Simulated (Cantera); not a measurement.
What does this Cantera script print?

```python
import numpy as np
import cantera as ct

gas_names = """
    Br Br2 H HBr H2 Si SiBr SiBr2 SiBr3 SiBr4 SiH SiHBr3 SiH2 SiH2Br2 SiH3 SiH3Br SiH4 Si2 Si3
""".split()
cond_names = """
    Br2(cr) Br2(L) Si(cr) Si(L)
""".split()


# ... load() reads the species with a 1 bar reference pressure and builds the phases ...
atoms = {
    'Si': {'Si': 1},
    'Br2': {'Br': 2},
    'H2': {'H': 2},
}
top_T = {}  # K; cautious upper limits of use, not melting points


# ... equilibrate(T, P, feed) seeds the gas with the atoms and calls Mixture.equilibrate('TP', solver="vcs", rtol=1e-11, max_steps=5000) ...
results = []
T = 773  # K
P = 160  # Pa
for m in [0.62, 1.8, 3, 4.2, 5.4, 6.6, 7.8, 9]:
    feed = {'Si': 1, 'Br2': m, 'H2': 9.5}  # mol
    mix = equilibrate(T, P, feed)
    results.append((T, P, feed, dict(zip(mix.species_names, mix.species_moles))))

top = {s: max(r[3][s] / sum(r[3][g] for g in gas_names) for r in results) for s in gas_names}
cols = sorted((s for s in top if top[s] > 0.0001), key=lambda s: -top[s])[:6]
seen = [c for c in cond_names if any(r[3].get(c, 0) > 1e-12 for r in results)]
print("log10 of partial pressures in bar; condensed amounts in mol")
print(f"{'n(Br2)':>10s}" + "".join(f"{s[:9]:>10s}" for s in cols + seen))
for T, P, feed, n in results:
    ng = sum(n[g] for g in gas_names)
    print(f"{feed['Br2']:10.4g}" + "".join(f"{np.log10(max(n[s] / ng * P / 1e5, 1e-99)):10.3f}" for s in cols)
          + "".join(f"{n.get(c, 0):10.4g}" for c in seen))
```

Output:

```
log10 of partial pressures in bar; condensed amounts in mol
    n(Br2)        H2       HBr     SiBr4    SiHBr3    Si(cr)
      0.62    -2.813    -4.878    -4.340    -5.739    0.7072
       1.8    -2.839    -4.777    -3.883    -5.410    0.1202
         3    -2.927    -3.555    -3.857    -6.694         0
       4.2    -3.036    -3.256    -3.900    -7.145         0
       5.4    -3.154    -3.106    -3.939    -7.451         0
       6.6    -3.285    -3.011    -3.975    -7.713         0
       7.8    -3.440    -2.944    -4.008    -7.969         0
         9    -3.641    -2.893    -4.039    -8.252         0
```

Equilibrium computed with Cantera from the NASA thermochemical tables; the gas is ideal and each condensed phase is pure. The tables' values for SiBr3 are old estimates; treat these amounts as uncertain.
